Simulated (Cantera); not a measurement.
What does this Cantera script print?

```python
import numpy as np
import cantera as ct

gas = ct.Solution("h2o2.yaml")
gas.TP = 300, 100000
flame = ct.CounterflowDiffusionFlame(gas, width=0.02)
flame.fuel_inlet.X, flame.fuel_inlet.T = {'H2': 1}, 350
flame.oxidizer_inlet.X, flame.oxidizer_inlet.T = {'O2': 0.2, 'N2': 0.8}, 500
flame.set_refine_criteria(ratio=3, slope=0.12, curve=0.24, prune=0.03)
show = ['OH', 'H', 'H2O', 'HO2']

rows = []
print(f"{'mdot':>8s}{'a_max':>10s}{'a_mean':>10s}{'Tmax/K':>9s}" + "".join(f"{s:>11s}" for s in show) + "   (peak mole fractions)")
for i, mdot in enumerate([0.6, 0.82, 1.1, 1.5, 2.1, 2.9, 4, 5.5, 7.5]):  # kg/m2/s on the oxidiser side
    flame.oxidizer_inlet.mdot, flame.fuel_inlet.mdot = mdot, 0.35 * mdot
    flame.solve(loglevel=0, auto=(i == 0))
    if flame.T.max() < max(350, 500) + 100:
        print(f"{mdot:8.3g}  no burning solution found from the previous one")
        break
    dT = np.abs(np.gradient(flame.T, flame.grid))
    rows.append([flame.strain_rate("max"), flame.strain_rate("mean"), flame.T.max(),
                 *(flame.X[gas.species_index(s)].max() for s in show), max(dT[0], dT[-1]) / dT.max()])
    print(f"{mdot:8.3g}{rows[-1][0]:10.1f}{rows[-1][1]:10.1f}{rows[-1][2]:9.1f}" + "".join(f"{x:11.3e}" for x in rows[-1][3:-1]))
```

Output:

```
    mdot     a_max    a_mean   Tmax/K         OH          H        H2O        HO2   (peak mole fractions)
     0.6     786.8     194.9   2381.2  1.909e-02  1.776e-02  2.653e-01  5.785e-05
    0.82    1039.5     266.3   2338.6  1.921e-02  1.988e-02  2.624e-01  7.052e-05
     1.1    1328.3     357.2   2300.0  1.927e-02  2.204e-02  2.604e-01  8.255e-05
     1.5    1782.0     487.1   2253.1  1.932e-02  2.440e-02  2.581e-01  9.593e-05
     2.1    2460.7     682.0   2195.2  1.902e-02  2.722e-02  2.555e-01  1.119e-04
     2.9    3382.7     941.8   2142.3  1.872e-02  3.037e-02  2.530e-01  1.283e-04
       4    4633.6    1299.0   2084.0  1.821e-02  3.356e-02  2.505e-01  1.448e-04
     5.5    6350.7    1786.2   2023.5  1.748e-02  3.673e-02  2.478e-01  1.628e-04
     7.5    8584.5    2435.7   1965.6  1.679e-02  3.992e-02  2.453e-01  1.794e-04
```

Computed with Cantera and the H2/O2 subset of GRI-Mech 3.0, which has no nitrogen chemistry. The maximum strain rate includes the flame's own expansion and is several times the mean.
